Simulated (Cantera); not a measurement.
Input (Python, Cantera) and output of one run.

```python
import numpy as np
import cantera as ct

gas_names = """
    B BO BO2 B2 B2O B2O2 B2O3 O O2 O3
""".split()
cond_names = """
    B(b) B(L) B2O3(L)
""".split()


# ... load() reads the species with a 1 bar reference pressure and builds the phases ...
atoms = {
    'B': {'B': 1},
    'O2': {'O': 2},
}
top_T = {}  # K; cautious upper limits of use, not melting points


# ... equilibrate(T, P, feed) seeds the gas with the atoms and calls Mixture.equilibrate('TP', solver="vcs", rtol=1e-11, max_steps=5000) ...
results = []
feed = {'B': 1, 'O2': 0.3}  # mol
T = 2398.15  # K
P = 13000  # Pa
mix = equilibrate(T, P, feed)
results.append((T, P, feed, dict(zip(mix.species_names, mix.species_moles))))
print(gas.report(threshold=0.0001))
for i in range(1, mix.n_phases):
    print(f"{mix.phase(i).name:16s} {mix.phase_moles(i):12.5e} mol")
```

Result:

```
       temperature   2398.2 K
          pressure   13000 Pa
           density   0.030468 kg/m^3
  mean mol. weight   46.732 kg/kmol
   phase of matter   gas

                          1 kg             1 kmol
                     ---------------   ---------------
          enthalpy       -4.3278e+06       -2.0224e+08  J
   internal energy       -4.7545e+06       -2.2218e+08  J
           entropy            8323.5        3.8897e+05  J/K
    Gibbs function       -2.4289e+07       -1.1351e+09  J
 heat capacity c_p            1550.7             72467  J/K
 heat capacity c_v            1372.8             64152  J/K

                      mass frac. Y      mole frac. X     chem. pot. / RT
                     ---------------   ---------------   ---------------
                 B        5.5645e-05        0.00024055           -3.7655
                BO           0.16337           0.28478           -32.405
               B2O         0.0073112         0.0090822            -36.17
              B2O2           0.74493           0.64926           -64.809
              B2O3           0.08425          0.056554           -93.448
     [   +5 minor]        7.9178e-05        8.6487e-05

B(L)              4.16111e-01 mol
B2O3(L)           0.00000e+00 mol
```

Method: chemical equilibrium by Gibbs-energy minimisation in Cantera with the NASA 1993 tables (ideal gas, pure condensed phases).
